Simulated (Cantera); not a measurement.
A freely propagating, adiabatic, planar premixed flame of 5.44 % CH4, 0.267 % C2H6, 2.50 % C3H8, 24.8 % O2, 67.0 % N2, equivalence ratio 0.98, unburnt at 600 K and 0.740 bar; unity-Lewis-number transport, grid criteria slope 0.08 and curve 0.16, no radiation.

Detailed kinetics in Cantera: GRI-Mech 3.0 (53 species, 325 reactions). GRI-Mech 3.0 was tuned for natural gas; its chemistry of propane as a main component is partial and can be far from experiment. Unity Lewis numbers drop preferential diffusion, which matters most where H2 and H carry the flame. Burning velocities carry a grid error of a few per cent, more on coarse grids.

x: mole fraction of selected species; z is measured from the peak of heat release.

```
z (mm)   T (K)  u (m/s)     x CH4      x C2H6    x C3H8    x C2H2     x CH3    x N2O
-------  -----  -------  --------  ----------  --------  --------  --------  -------
-0.978     600     1.57    0.0544     0.00267    0.0250   1.43e-7   4.01e-8    <1e-8
-0.652     603     1.58    0.0543     0.00267    0.0250   1.87e-6   5.21e-7    <1e-8
-0.489     611     1.60    0.0540     0.00267    0.0248   7.95e-6   2.41e-6    <1e-8
-0.326     666     1.75    0.0521     0.00267    0.0235   4.70e-5   2.13e-5    <1e-8
-0.163    1041     2.81    0.0378     0.00250    0.0144  0.000330  0.000718  1.42e-8
-0.0815   1475     4.11    0.0206  (withheld)   0.00469  0.000694   0.00311  2.94e-8
0         1903     5.44   0.00457  (withheld)  0.000167  0.000767   0.00232  4.96e-8
0.0815    2067     5.95  0.000316  (withheld)   3.25e-7  0.000119  0.000222  7.08e-8
0.163     2109     6.07   1.29e-5       <1e-8     <1e-8   5.25e-6   9.93e-6  8.42e-8
0.326     2159     6.19   2.98e-8       <1e-8     <1e-8     <1e-8   2.98e-8  8.99e-8
0.652     2230     6.36     <1e-8       <1e-8     <1e-8     <1e-8     <1e-8  9.61e-8
1.30      2323     6.57     <1e-8       <1e-8     <1e-8     <1e-8     <1e-8  1.15e-7
2.61      2422     6.80     <1e-8       <1e-8     <1e-8     <1e-8     <1e-8  1.54e-7
```

Task: Fill in the missing entries.

Result: 
- -0.0815, x C2H6: 0.00132
- 0, x C2H6: 8.85e-5
- 0.0815, x C2H6: 4.28e-7
